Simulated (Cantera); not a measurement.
Charge: 1 mol Fe₃O₄, a varied amount of H₂, at 1173 K and 0.100 bar.

Cantera equilibrium calculation (NASA polynomials, part measured and part estimated; ideal gas, pure solids and liquids). Candidate condensed phases: Fe, FeO, Fe(OH)₂, Fe(OH)₃, Fe₂O₃, Fe₃O₄, H₂O; 12 gas species. Mutual solubility and eutectic melting of coexisting phases are not modelled. The tables' stoichiometric FeO is somewhat more stable than real wüstite, so its field is too wide. FeO: taken at fixed stoichiometry. Equilibrium is a limit: real reactors are often held back by kinetics, nucleation or transport.

Q: Which condensed phases are stable at each of these points (n(H₂) (mol)): 0.5, 0.73, 0.95, 1.2, 1.4, 1.6, 1.9, 2.1?

A: 
| n(H₂) (mol) | condensed phases | Fe condensed (%) |
|---|---|---|
| 0.5 | FeO(s) + Fe₃O₄(s) | 100.0 |
| 0.73 | FeO(s) + Fe₃O₄(s) | 100.0 |
| 0.95 | FeO(s) + Fe₃O₄(s) | 100.0 |
| 1.2 | FeO(s) | 100.0 |
| 1.4 | FeO(s) | 100.0 |
| 1.6 | FeO(s) | 100.0 |
| 1.9 | FeO(s) | 100.0 |
| 2.1 | FeO(s) | 100.0 |

From 0.5 mol H₂ to 0.95 mol H₂ the condensed part is FeO(s) + Fe₃O₄(s). From 1.2 mol H₂ to 2.1 mol H₂ the condensed part is FeO(s).
